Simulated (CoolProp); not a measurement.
Saturation properties of CH3F (R41).

Computed with CoolProp (reference Helmholtz-energy equation of state, Lemmon 2006). It is a short technical equation, of lower accuracy than the large ones.

```csv
T (°C),p (MPa),liquid density (kg/m³),vapour density (kg/m³)
-29.25,0.8414,766.7,[?]
-24.55,0.9838,753.9,19.64
-19.85,1.143,740.8,22.90
-15.15,1.322,727.1,26.61
-10.35,1.524,[?],30.94
-5.65,1.745,697.7,35.79
-0.95,1.988,682.0,41.36
3.75,2.256,665.5,47.76
8.45,2.550,[?],55.19
```

### Question
Some entries are withheld; supply them.

### Answer

- -29.25, vapour density (kg/m³): 16.79
- -10.35, liquid density (kg/m³): 712.5
- 8.45, liquid density (kg/m³): 648.0

It boils at -78.4 °C under 1 atm.
